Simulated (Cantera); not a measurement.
# Premixed flame

A freely propagating, adiabatic, planar premixed flame of 10.7 % CH₄, 1.39 % H₂, 18.5 % O₂, 69.4 % N₂, unburnt at 650 K and 1.00 bar; mixture-averaged transport, grid criteria slope 0.08 and curve 0.16, no radiation.

Model: GRI-Mech 3.0 (53 species, 325 reactions), integrated in Cantera. Burning velocities carry a grid error of a few per cent, more on coarse grids.

| z (mm) | T (K) | u (m/s) | x CH₄ | x H₂ | x O₂ | x CH₂O | x OH | x C₂H₆ |
|---|---|---|---|---|---|---|---|---|
| -0.929 | 650 | 1.55 | 0.107 | 0.0150 | 0.184 | 8.65e-8 | <1e-8 | 2.84e-8 |
| -0.619 | 652 | 1.55 | 0.107 | 0.0172 | 0.184 | 1.94e-6 | <1e-8 | 7.87e-7 |
| -0.464 | 660 | 1.58 | 0.106 | 0.0201 | 0.183 | 1.43e-5 | 4.55e-8 | 7.10e-6 |
| -0.310 | 723 | 1.74 | 0.101 | 0.0259 | 0.178 | 0.000138 | 2.18e-6 | 0.000105 |
| -0.155 | 1120 | 2.74 | 0.0720 | 0.0362 | 0.145 | 0.000910 | 6.07e-5 | 0.00124 |
| -0.0774 | 1525 | 3.79 | 0.0396 | 0.0414 | 0.102 | 0.00122 | 0.000468 | 0.00118 |
| 0 | 1895 | 4.76 | 0.0106 | 0.0420 | 0.0537 | 0.000749 | 0.00240 | 0.000129 |
| 0.0774 | 2066 | 5.20 | 0.00116 | 0.0366 | 0.0240 | 0.000186 | 0.00596 | 1.47e-6 |
| 0.155 | 2112 | 5.31 | 7.31e-5 | 0.0325 | 0.0125 | 1.83e-5 | 0.00828 | <1e-8 |
| 0.310 | 2143 | 5.36 | 2.63e-7 | 0.0313 | 0.00708 | 8.18e-8 | 0.00911 | <1e-8 |
| 0.619 | 2180 | 5.43 | <1e-8 | 0.0315 | 0.00544 | <1e-8 | 0.00873 | <1e-8 |
| 1.24 | 2227 | 5.53 | <1e-8 | 0.0307 | 0.00418 | <1e-8 | 0.00791 | <1e-8 |
| 2.48 | 2279 | 5.64 | <1e-8 | 0.0294 | 0.00281 | <1e-8 | 0.00664 | <1e-8 |
x: mole fraction of selected species; z is measured from the peak of heat release.

```yaml
laminar_burning_velocity: 154 cm/s
thermal_thickness: 0.310 mm
peak x(CH₂O): 0.00123
peak x(OH): 0.00911
peak x(C₂H₆): 0.00148
grid_points: 152
```
